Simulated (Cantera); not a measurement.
What does this Cantera script print?

```python
import numpy as np
import cantera as ct

gas = ct.Solution("gri30.yaml")
gas.TPX = 2450, 1300, {'CH4': 0.0057, 'H2': 1, 'CO2': 0.021, 'H2O': 0.089}
inlet = ct.Reservoir(gas, clone=True)

reactor = ct.IdealGasConstPressureReactor(gas, energy="off", clone=False)
exhaust = ct.Reservoir(gas, clone=True)
tau = [14, 4.1, 1.3, 0.38, 0.12, 0.035, 0.011, 0.0032][0]
for a, b in ((inlet, reactor), (reactor, exhaust)):
    ct.MassFlowController(a, b, mdot=lambda t: reactor.mass / tau)
net = ct.ReactorNet([reactor])
show = ['CH4', 'H2', 'CO2', 'HCO', 'HO2', 'CH2O']

rows = []
print(f"{'tau/s':>10s}{'T/K':>9s}" + "".join(f"{s:>11s}" for s in show))
for tau in [14, 4.1, 1.3, 0.38, 0.12, 0.035, 0.011, 0.0032]:
    net.initial_time = 0.0
    net.advance(30 * tau)
    before = gas.X
    net.advance(40 * tau)
    drift = np.max(np.abs(gas.X - before) / (gas.X + 1e-9))
    rows.append([gas.T, *gas[show].X, drift])
    print(f"{tau:10.3e}{gas.T:9.1f}" + "".join(f"{x:11.3e}" for x in gas[show].X))
```

Output:

```
     tau/s      T/K        CH4         H2        CO2        HCO        HO2       CH2O
 1.400e+01   2450.0  8.282e-09  7.445e-01  3.889e-04  6.772e-09  3.575e-09  2.501e-10
 4.100e+00   2450.0  3.483e-08  7.534e-01  3.902e-04  7.449e-09  3.304e-09  7.387e-10
 1.300e+00   2450.0  2.065e-07  7.767e-01  3.942e-04  1.006e-08  2.614e-09  3.129e-09
 3.800e-01   2450.0  4.559e-06  8.244e-01  4.100e-04  2.526e-08  1.286e-09  2.710e-08
 1.200e-01   2450.0  1.017e-04  8.543e-01  4.865e-04  7.960e-08  5.232e-10  1.928e-07
 3.500e-02   2450.0  5.817e-04  8.616e-01  8.027e-04  2.004e-07  3.468e-10  6.867e-07
 1.100e-02   2450.0  1.642e-03  8.655e-01  1.964e-03  3.167e-07  2.561e-10  1.369e-06
 3.200e-03   2450.0  3.438e-03  8.745e-01  6.717e-03  2.391e-07  1.487e-10  1.534e-06
```

Computed with Cantera and GRI-Mech 3.0 (53 species, 325 reactions). Radical loss at walls, strong at low pressure, is not modelled.
